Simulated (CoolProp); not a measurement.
Vapour-liquid equilibrium of R134a (1) + R152A (2) at 0.00226 MPa; x and y are mole fractions of (1).

Computed with CoolProp (multi-fluid Helmholtz-energy mixture model, Tillner-Roth 1994 and Outcalt 1996; pair parameters Lemmon 2004).

| x | bubble temperature (K) | y at the bubble point | dew temperature at overall composition x (K) | liquid density (mol/L) |
|---|---|---|---|---|
| 0.05 | 187.8 | 0.032 | 187.9 | 17.03 |
| 0.2 | 188.5 | 0.157 | 188.6 | 16.71 |
| 0.35 | 188.9 | 0.321 | 188.9 | 16.39 |
| 0.5 | 189.0 | 0.507 | 189.0 | 16.08 |
| 0.65 | 188.8 | 0.689 | 188.8 | 15.78 |
| 0.8 | 188.3 | 0.846 | 188.5 | 15.50 |
| 0.95 | 187.7 | 0.967 | 187.8 | 15.22 |

y crosses x between x = 0.35 and 0.5: the model has an azeotrope there.

Pair parameters are fitted to limited data, so mixtures are less certain than the pure fluids.
